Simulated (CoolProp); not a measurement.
Computed with CoolProp (reference Helmholtz-energy equation of state, Gedanitz 2015).

Question: For cyclopentane, give the phase and the density (kg/m³), cp (kJ/(kg K)), speed of sound (m/s), Joule-Thomson coefficient (K/MPa) at 492.4 K and 6.87 MPa; 550 K and 6.87 MPa.

Answer: 
- 492.4 K and 6.87 MPa: liquid; density 504, cp 3.03, speed of sound 394, Joule-Thomson coefficient 0.665
- 550 K and 6.87 MPa: supercritical; density 256, cp 5.08, speed of sound 153, Joule-Thomson coefficient 8.06
